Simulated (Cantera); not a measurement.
Charge: 1 mol CH3Cl, equilibrated at 5100 Pa.

Cantera equilibrium calculation (NASA polynomials, part measured and part estimated; ideal gas, pure solids and liquids). Candidate condensed phases: C, C6H6, C7H8, C8H18; 91 gas species. The tables' values for CCl are old estimates; treat these amounts as uncertain. Rates play no part.

log p: log10 of the partial pressure in bar; n: condensed amount in mol.

```tsv
T (K)	log p H2	log p HCl	log p H	log p Cl	log p C2H2 (acetylene)	log p C3	n C(graphite)
2350	-1.62	-1.63	-2.71	-2.87	-3.87	?	0.989
2400	-1.62	-1.64	-2.61	-2.78	-3.78	?	0.986
2450	-1.63	-1.65	-2.51	-2.69	-3.69	?	0.983
2500	-1.64	-1.67	-2.42	-2.60	-3.60	?	0.978
2550	-1.65	-1.69	-2.33	-2.52	-3.53	?	0.973
2600	-1.66	-1.71	-2.25	-2.45	-3.45	?	0.968
2650	-1.68	-1.73	-2.17	-2.38	-3.38	?	0.961
2700	-1.70	-1.76	-2.09	-2.31	-3.32	?	0.953
2750	-1.72	-1.79	-2.02	-2.26	-3.27	?	0.943
2800	-1.74	-1.83	-1.96	-2.20	-3.22	?	0.931
2850	-1.77	-1.87	-1.90	-2.16	-3.18	?	0.915
2900	-1.80	-1.91	-1.84	-2.12	-3.14	?	0.895
2950	-1.84	-1.96	-1.79	-2.08	-3.11	?	0.867
3000	-1.88	-2.02	-1.74	-2.05	-3.09	?	0.826
```

Task: Fill in the missing entries.

Result: 
- 2350, log p C3: -7.38
- 2400, log p C3: -7.01
- 2450, log p C3: -6.65
- 2500, log p C3: -6.30
- 2550, log p C3: -5.97
- 2600, log p C3: -5.65
- 2650, log p C3: -5.35
- 2700, log p C3: -5.06
- 2750, log p C3: -4.77
- 2800, log p C3: -4.50
- 2850, log p C3: -4.24
- 2900, log p C3: -3.99
- 2950, log p C3: -3.74
- 3000, log p C3: -3.51
